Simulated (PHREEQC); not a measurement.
0.016 g of hydrous ferric oxide (600 m²/g; 0.2 weak and 0.005 strong sites per Fe, Dzombak-Morel constants, diffuse double layer) in 1 kg of water with 0.3 mol/kgw of an inert sodium salt and 0.0051 mmol/kgw Na2SO4 and 0.044 mmol/kgw Na2HAsO4, at 25 °C; the pH is set by adding NaOH or the inert anion's acid. Oxygen alone is held at its pressure in air (log pO2 = -0.68). The system is closed to CO2. Precipitation was switched off in this run.

Base run: PHREEQC, ion-association model, wateq4f.dat. Each further column changes one thing. The table gives As sorbed (%).

```json
[
 {"pH": "3", "base": "70.6", "no electrostatic term (-no_edl)": "54.6", "background salt from 0.3 to 0.03 mol/kgw": "75.8", "oxide from 0.016 to 0.08 g/kgw": "99.9"},
 {"pH": "3.38", "base": "70.7", "no electrostatic term (-no_edl)": "55.6", "background salt from 0.3 to 0.03 mol/kgw": "75.5", "oxide from 0.016 to 0.08 g/kgw": "99.9"},
 {"pH": "4.12", "base": "69.7", "no electrostatic term (-no_edl)": "56.3", "background salt from 0.3 to 0.03 mol/kgw": "73.4", "oxide from 0.016 to 0.08 g/kgw": "99.9"},
 {"pH": "4.5", "base": "68.4", "no electrostatic term (-no_edl)": "56.6", "background salt from 0.3 to 0.03 mol/kgw": "71.4", "oxide from 0.016 to 0.08 g/kgw": "99.9"},
 {"pH": "4.88", "base": "66.4", "no electrostatic term (-no_edl)": "57.1", "background salt from 0.3 to 0.03 mol/kgw": "?", "oxide from 0.016 to 0.08 g/kgw": "99.9"},
 {"pH": "5.62", "base": "61.0", "no electrostatic term (-no_edl)": "60.2", "background salt from 0.3 to 0.03 mol/kgw": "?", "oxide from 0.016 to 0.08 g/kgw": "99.9"},
 {"pH": "6", "base": "57.7", "no electrostatic term (-no_edl)": "63.2", "background salt from 0.3 to 0.03 mol/kgw": "58.0", "oxide from 0.016 to 0.08 g/kgw": "99.9"},
 {"pH": "6.38", "base": "54.2", "no electrostatic term (-no_edl)": "66.3", "background salt from 0.3 to 0.03 mol/kgw": "53.9", "oxide from 0.016 to 0.08 g/kgw": "99.8"},
 {"pH": "7.12", "base": "46.0", "no electrostatic term (-no_edl)": "70.0", "background salt from 0.3 to 0.03 mol/kgw": "?", "oxide from 0.016 to 0.08 g/kgw": "99.1"},
 {"pH": "7.5", "base": "39.7", "no electrostatic term (-no_edl)": "72.6", "background salt from 0.3 to 0.03 mol/kgw": "39.5", "oxide from 0.016 to 0.08 g/kgw": "97.0"},
 {"pH": "7.88", "base": "31.3", "no electrostatic term (-no_edl)": "76.6", "background salt from 0.3 to 0.03 mol/kgw": "31.6", "oxide from 0.016 to 0.08 g/kgw": "?"},
 {"pH": "8.62", "base": "17.4", "no electrostatic term (-no_edl)": "80.3", "background salt from 0.3 to 0.03 mol/kgw": "15.8", "oxide from 0.016 to 0.08 g/kgw": "68.3"},
 {"pH": "9", "base": "14.0", "no electrostatic term (-no_edl)": "80.8", "background salt from 0.3 to 0.03 mol/kgw": "?", "oxide from 0.016 to 0.08 g/kgw": "58.6"}
]
```

Problem. Fill in the missing entries.

Solution. 
- 4.88, background salt from 0.3 to 0.03 mol/kgw: 68.7
- 5.62, background salt from 0.3 to 0.03 mol/kgw: 62.0
- 7.12, background salt from 0.3 to 0.03 mol/kgw: 45.2
- 7.88, oxide from 0.016 to 0.08 g/kgw: 91.0
- 9, background salt from 0.3 to 0.03 mol/kgw: 11.0

The oxide is taken as insoluble; below pH 4 it would dissolve.
